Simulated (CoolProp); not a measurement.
A simple Rankine cycle with cis-2-butene: condensing at 333.15 K, boiler at 1.32 MPa, turbine inlet 384.6 K, turbine efficiency 0.65, pump efficiency 0.6, no recuperator. Each further row changes one setting.

The numbers come from the reference Helmholtz-energy equation of state, Lemmon 2005 in CoolProp. It is a short technical equation, of lower accuracy than the large ones.

```csv
case,thermal efficiency (%),net work (kJ/kg),heat in (kJ/kg),turbine exit temperature (K),volume ratio over the turbine
as stated,5.4,22.7,421,358.7,2.38
turbine inlet 404.6 K,5.4,25.0,463,380.3,2.34
condensing temperature 325.15 K,6.5,28.7,440,353.2,2.93
boiler pressure 0.924 MPa,3.2,14.1,435,371.2,1.61
turbine efficiency 0.55,4.5,18.9,421,360.8,2.40
```
